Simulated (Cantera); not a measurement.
# Reactions in the system B-F-H-N

Source: NASA polynomial tables (part measured, part estimated), evaluated in Cantera. Values are per mole of reaction as written; species without (g) are pure solids or liquids, kept so even where they would boil at 1 bar.

NH3(g) + BF3(g) ⇌ BN + 3 HF(g)

```csv
T (K),ΔH° (kJ),ΔS° (J/K),ΔG° (kJ),log10 K
2225,119.8,103.7,-110.9,2.60
2325,119.5,103.6,-121.3,2.72
2425,119.3,103.5,-131.6,2.83
2525,119.0,103.3,-142.0,2.94
2625,118.7,103.2,-152.3,3.03
2725,118.4,103.1,-162.6,3.12
2825,118.1,103.0,-172.9,3.20
2925,117.8,102.9,-183.2,3.27
```
